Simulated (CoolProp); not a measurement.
Saturated liquid density (kg/m³) of CHF3 (R23): the reference equation beside estimates from Tc = 299.3 K, pc = 4832 kPa, ω = 0.263.

The numbers come from the reference Helmholtz-energy equation of state, Penoncello 2003 in CoolProp.

```tsv
T (K)	reference	van der Waals	Redlich-Kwong
198.8	1416	799.4	1166
209.7	1372	775.5	1124
220.7	1326	749.7	1078
231.7	1276	721.8	1028
242.6	1223	691.6	973.7
253.6	1164	657.7	912.7
264.5	1097	619.7	844.4
275.5	1016	574.5	763.9
```

Absolute difference from the reference over all 8 rows, mean and median: van der Waals 43.5 and 43.5 %, Redlich-Kwong 20.5 and 19.9 %.
